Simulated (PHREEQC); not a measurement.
PHREEQC input (Pitzer model, pitzer.dat):

```
SOLUTION 1
  temp 25
  units mol/kgw
  pH 7 charge
  Cl 0.02
  K 0.189
  C(4) 0.132
END
USE solution 1
INCREMENTAL_REACTIONS false
REACTION 1
  H2O -1
  0 9.886 18.011 24.689 30.178 34.689 38.397 41.444
  43.949 46.007 47.699 49.089 50.232 51.172 51.944 52.578
  53.1 53.528 53.88 54.17 54.408 54.603 54.764 54.896
  55.005 55.094 55.168 55.228 moles
EQUILIBRIUM_PHASES 1
  Kalicinite 0 0
  Sylvite 0 0
  CO2(g) -3.4 10
SELECTED_OUTPUT 1
  -reset false
  -pH true
  -pe true
  -ionic_strength true
  -water true
  -activities H2O
  -totals C Cl K
  -molalities H+ K+ Cl- CO3-2 OH- HCO3- CO2
  -equilibrium_phases Kalicinite Sylvite
PRINT
  -reset false
END
```

Selected output (columns that matter, 20 of 28 rows; water left (kg) added in front):

```
water left (kg)	pH	mu	C	Cl	K	m_H+	m_K+	m_Cl-	m_CO3-2	m_OH-	m_HCO3-	la_H2O	Kalicinite	Sylvite
1.0003	9.8472	0.24247	0.11534	0.019994	0.18894	2.2653e-10	0.18894	0.019994	0.053532	9.5067e-05	0.061791	-0.0022039	0	0
0.82224	9.8835	0.29822	0.13709	0.024324	0.22986	2.1767e-10	0.22986	0.024324	0.068355	0.00010429	0.068721	-0.0026361	0	0
0.555635	9.9528	0.44995	0.19424	0.035995	0.34015	2.0467e-10	0.34015	0.035995	0.1098	0.00012353	0.084427	-0.0037781	0	0
0.456784	9.9861	0.55202	0.2316	0.043784	0.41376	2.0015e-10	0.41376	0.043784	0.13826	0.0001333	0.093326	-0.004528	0	0
0.308779	10.051	0.82886	0.33041	0.064771	0.61209	1.9427e-10	0.61209	0.064771	0.21677	0.00015221	0.11363	-0.0065209	0	0
0.253914	10.083	1.0144	0.39535	0.078767	0.74435	1.9258e-10	0.74435	0.078767	0.27008	0.00016083	0.12526	-0.0078385	0	0
0.171758	10.149	1.5161	0.5681	0.11644	1.1004	1.9063e-10	1.1004	0.11644	0.41569	0.00017475	0.1524	-0.011387	0	0
0.141296	10.184	1.8513	0.6822	0.14155	1.3376	1.8979e-10	1.3376	0.14155	0.5137	0.00017926	0.16849	-0.01378	0	0
0.116272	10.221	2.2587	0.82009	0.17201	1.6255	1.8851e-10	1.6255	0.17201	0.63323	0.00018155	0.18685	-0.016741	0	0
0.0787751	10.305	3.355	1.1894	0.25389	2.3992	1.8255e-10	2.3992	0.25389	0.9558	0.00017784	0.23358	-0.025153	0	0
0.0648779	10.354	4.0833	1.4346	0.30827	2.9132	1.7672e-10	2.9132	0.30827	1.1701	0.00017115	0.26446	-0.031193	0	0
0.0440659	10.476	6.03	2.0941	0.45387	4.289	1.569e-10	4.289	0.45387	1.7409	0.00014738	0.35315	-0.049428	0	0
0.0363577	10.552	7.3124	2.5341	0.55009	5.1984	1.4252e-10	5.1984	0.55009	2.1141	0.0001307	0.41998	-0.063209	0	0
0.0300148	10.639	8.8555	3.0718	0.66634	6.2969	1.255e-10	6.2969	0.66634	2.5586	0.00011157	0.51316	-0.081677	0	0
0.0204819	10.851	12.922	4.557	0.97647	9.2276	8.7051e-11	9.2276	0.97647	3.6941	7.0231e-05	0.86293	-0.13966	0	0
0.016897	10.952	15.052	5.3848	1.1836	10.81	7.0755e-11	10.81	1.1836	4.2419	5.4209e-05	1.1429	-0.175	0.0063376	0
0.0111735	10.95	15.048	5.3376	1.3001	10.843	6.8539e-11	10.843	1.3001	4.2049	5.4582e-05	1.1326	-0.17607	0.062377	0.0054728
0.00904876	10.95	15.048	5.3376	1.3001	10.843	6.8539e-11	10.843	1.3001	4.2049	5.4582e-05	1.1326	-0.17607	0.082652	0.0082353
0.00587145	10.95	15.048	5.3376	1.3001	10.843	6.8539e-11	10.843	1.3001	4.2049	5.4582e-05	1.1326	-0.17607	0.11297	0.012366
0.00470189	10.95	15.048	5.3376	1.3001	10.843	6.8539e-11	10.843	1.3001	4.2049	5.4582e-05	1.1326	-0.17607	0.12413	0.013887
```
